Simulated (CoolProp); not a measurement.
Model: reference Helmholtz-energy equation of state, Polt 1992, in CoolProp. This equation is an older, rougher fit.

**Question.** For cyclopropane, give the phase and the Joule-Thomson coefficient (K/MPa) at 473 K and 0.28 MPa; 473 K and 1.4 MPa; 473 K and 1.96 MPa.

**Answer.** 
- 473 K and 0.28 MPa: gas; Joule-Thomson coefficient 4.44
- 473 K and 1.4 MPa: gas; Joule-Thomson coefficient 4.61
- 473 K and 1.96 MPa: gas; Joule-Thomson coefficient 4.70
